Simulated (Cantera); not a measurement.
An adiabatic, constant-pressure homogeneous reactor starts with CH4 : H2 : O2 : N2 : H2O = 1 : 0.079 : 0.816 : 3.07 : 0.12 (molar parts), at 1248 K and 0.227 atm. Integrator tolerance rtol = 1e-08.

Computed with Cantera and GRI-Mech 3.0 (53 species, 325 reactions).

What does this change do: pressure from 0.227 atm to 0.385 atm?


```
quantity                                                              before                                      after
---------------------------------  -----------------------------------------  -----------------------------------------
time of steepest temperature rise                                    61.9 ms                                    43.4 ms
temperature at 0.500 s                                                2037 K                                     2040 K
equilibrium temperature                                               2038 K                                     2041 K
x(CH4) at 0.500 s                  4.41e-11 (gas-phase equilibrium 3.99e-11)  1.10e-10 (gas-phase equilibrium 1.13e-10)
x(H2) at 0.500 s                         0.243 (gas-phase equilibrium 0.243)        0.243 (gas-phase equilibrium 0.243)
x(O2) at 0.500 s                     1.22e-7 (gas-phase equilibrium 1.22e-7)    7.52e-8 (gas-phase equilibrium 7.54e-8)
x(C2H) at 0.500 s                      <1e-12 (gas-phase equilibrium <1e-12)      <1e-12 (gas-phase equilibrium <1e-12)
x(HCO) at 0.500 s                    2.38e-8 (gas-phase equilibrium 2.38e-8)    3.14e-8 (gas-phase equilibrium 3.14e-8)
```
